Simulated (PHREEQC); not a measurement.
0.027 g of hydrous ferric oxide (600 m²/g; 0.2 weak and 0.005 strong sites per Fe, Dzombak-Morel constants, diffuse double layer) in 1 kg of water with 0.005 mol/kgw of an inert sodium salt and 6.1e-05 mol H3BO3, at 25 °C; the pH is set by adding NaOH or the inert anion's acid. Oxygen alone is held at its pressure in air (log pO2 = -0.68). The system is closed to CO2. Precipitation was switched off in this run.

Base run: PHREEQC, ion-association model, wateq4f.dat. Each further column changes one thing. The table gives surface charge σ (C/m²).

```json
[
 {"pH": "3", "base": "0.302", "background salt from 0.005 to 0.0005 mol/kgw": "0.238", "oxide from 0.027 to 0.14 g/kgw": "0.303", "1.3e-05 mol/kgw NaF added": "0.263"},
 {"pH": "3.75", "base": "0.211", "background salt from 0.005 to 0.0005 mol/kgw": "___", "oxide from 0.027 to 0.14 g/kgw": "0.212", "1.3e-05 mol/kgw NaF added": "0.182"},
 {"pH": "4.88", "base": "0.099", "background salt from 0.005 to 0.0005 mol/kgw": "0.043", "oxide from 0.027 to 0.14 g/kgw": "0.099", "1.3e-05 mol/kgw NaF added": "0.088"},
 {"pH": "5.62", "base": "0.053", "background salt from 0.005 to 0.0005 mol/kgw": "0.020", "oxide from 0.027 to 0.14 g/kgw": "0.054", "1.3e-05 mol/kgw NaF added": "0.050"},
 {"pH": "6.38", "base": "0.026", "background salt from 0.005 to 0.0005 mol/kgw": "0.009", "oxide from 0.027 to 0.14 g/kgw": "0.026", "1.3e-05 mol/kgw NaF added": "0.025"},
 {"pH": "7.12", "base": "0.011", "background salt from 0.005 to 0.0005 mol/kgw": "___", "oxide from 0.027 to 0.14 g/kgw": "0.011", "1.3e-05 mol/kgw NaF added": "0.011"},
 {"pH": "8.25", "base": "-0.001", "background salt from 0.005 to 0.0005 mol/kgw": "___", "oxide from 0.027 to 0.14 g/kgw": "-0.001", "1.3e-05 mol/kgw NaF added": "-0.001"},
 {"pH": "9", "base": "-0.009", "background salt from 0.005 to 0.0005 mol/kgw": "-0.003", "oxide from 0.027 to 0.14 g/kgw": "-0.009", "1.3e-05 mol/kgw NaF added": "-0.009"}
]
```

What belongs in the gaps?


- 3.75, background salt from 0.005 to 0.0005 mol/kgw: 0.121
- 7.12, background salt from 0.005 to 0.0005 mol/kgw: 0.004
- 8.25, background salt from 0.005 to 0.0005 mol/kgw: 0.000

The oxide is taken as insoluble; below pH 4 it would dissolve. Real BF4- forms and hydrolyses slowly; the run takes it at equilibrium.
